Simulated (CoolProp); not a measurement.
Vapour pressure (bar) of dimethyl carbonate: the reference equation beside estimates from Tc = 557.0 K, pc = 49.09 bar, ω = 0.346. Clausius-Clapeyron is anchored at 374.1 K with a constant enthalpy of vaporisation of 33.15 kJ/mol.

Values from CoolProp's reference Helmholtz-energy equation of state, Zhou 2011.

```tsv
T (K)	reference	Clausius-Clapeyron	Soave-Redlich-Kwong
361.9	0.9702	(withheld)	0.9537
374.1	1.415	1.415	1.401
386.3	2.006	1.981	2.001
398.6	(withheld)	2.723	2.792
410.8	3.760	3.665	3.800
423	(withheld)	(withheld)	5.066
435.2	6.494	6.316	6.633
447.4	8.327	8.108	8.544
459.6	10.53	10.27	10.84
471.8	(withheld)	(withheld)	13.58
484	16.23	15.91	16.80
496.2	19.85	(withheld)	20.55
508.4	(withheld)	23.62	24.89
520.6	28.96	28.38	29.87
532.8	34.65	33.82	35.54
```

Complete the blanks.


- 361.9, Clausius-Clapeyron: 0.9877
- 398.6, reference: 2.781
- 423, reference: 4.985
- 423, Clausius-Clapeyron: 4.849
- 471.8, reference: 13.15
- 471.8, Clausius-Clapeyron: 12.85
- 496.2, Clausius-Clapeyron: 19.48
- 508.4, reference: 24.06

Absolute difference from the reference over all 15 rows, mean and median: Clausius-Clapeyron 2.0 and 2.1 %, Soave-Redlich-Kwong 2.2 and 2.6 %.
